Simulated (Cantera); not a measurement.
A Cantera script and its output.

```python
import numpy as np
import cantera as ct

gas = ct.Solution("gri30.yaml")
gas.TPX = 1525, 101325, {'C3H8': 1, 'O2': 4.17, 'N2': 15.7}
reactor = ct.IdealGasReactor(gas, energy="on", clone=False)
net = ct.ReactorNet([reactor])
net.rtol, net.atol = 1e-08, 1e-16
show = ['C3H8', 'O2', 'HCO', 'C2H', 'NO2']
times = np.geomspace(2e-06, 0.2, 14)

steps = ct.SolutionArray(gas, extra=["t"])
rows = []
print(f"{'t/s':>10s}{'T/K':>9s}{'P/Pa':>11s}" + "".join(f"{s:>11s}" for s in show))
for t in times:
    while net.time < t:
        t_next = net.step()
        steps.append(gas.state, t=t_next)
    rows.append([np.interp(t, steps.t, y) for y in (steps.T, steps.P, *steps(*show).X.T)])
    print(f"{t:10.3e}{rows[-1][0]:9.1f}{rows[-1][1]:11.4g}" + "".join(f"{x:11.3e}" for x in rows[-1][2:]))
rate = np.gradient(steps.T, steps.t)
print("integrator steps:", len(steps.t))
if steps.T.max() > steps.T[0] + 200:
    print(f"time of steepest temperature rise: {steps.t[rate.argmax()]:.4e} s")
gas.TPX = 1525, 101325, {'C3H8': 1, 'O2': 4.17, 'N2': 15.7}
gas.equilibrate("UV")
print(f"equilibrium (UV): T = {gas.T:.1f} K  " + "  ".join(f"{s} {gas[s].X[0]:.3e}" for s in show))
```

It prints:

```
       t/s      T/K       P/Pa       C3H8         O2        HCO        C2H        NO2
 2.000e-06   1521.4  1.011e+05  4.744e-02  1.996e-01  4.190e-09  2.260e-14  2.639e-17
 4.849e-06   1516.5  1.009e+05  4.649e-02  1.991e-01  7.246e-08  1.417e-12  2.192e-15
 1.176e-05   1510.7  1.009e+05  4.331e-02  1.975e-01  8.031e-07  4.555e-11  9.833e-14
 2.850e-05   1519.1  1.026e+05  3.387e-02  1.914e-01  4.813e-06  1.082e-09  2.241e-12
 6.910e-05   2804.4   2.15e+05  3.888e-41  1.773e-02  3.007e-07  5.041e-18  5.509e-08
 1.675e-04   2992.2  2.264e+05  1.067e-39  1.359e-02  2.576e-07  3.053e-17  8.298e-07
 4.062e-04   2985.8  2.258e+05  1.379e-39  1.227e-02  2.565e-07  3.152e-17  1.788e-06
 9.848e-04   2982.7  2.256e+05  1.484e-39  1.183e-02  2.561e-07  3.160e-17  2.103e-06
 2.388e-03   2982.6  2.256e+05  1.488e-39  1.182e-02  2.561e-07  3.161e-17  2.113e-06
 5.789e-03   2982.6  2.256e+05  1.488e-39  1.182e-02  2.561e-07  3.161e-17  2.113e-06
 1.403e-02   2982.6  2.256e+05  1.488e-39  1.182e-02  2.561e-07  3.161e-17  2.113e-06
 3.403e-02   2982.6  2.256e+05  1.488e-39  1.182e-02  2.561e-07  3.161e-17  2.113e-06
 8.249e-02   2982.6  2.256e+05  1.488e-39  1.182e-02  2.561e-07  3.161e-17  2.113e-06
 2.000e-01   2982.6  2.256e+05  1.488e-39  1.182e-02  2.561e-07  3.161e-17  2.113e-06
integrator steps: 1655
time of steepest temperature rise: 5.8537e-05 s
equilibrium (UV): T = 2982.6 K  C3H8 2.767e-39  O2 1.182e-02  HCO 2.561e-07  C2H 3.308e-17  NO2 2.113e-06
```

Model: GRI-Mech 3.0 (53 species, 325 reactions), integrated in Cantera. GRI-Mech 3.0 was tuned for natural gas; its chemistry of propane as a main component is partial and can be far from experiment.
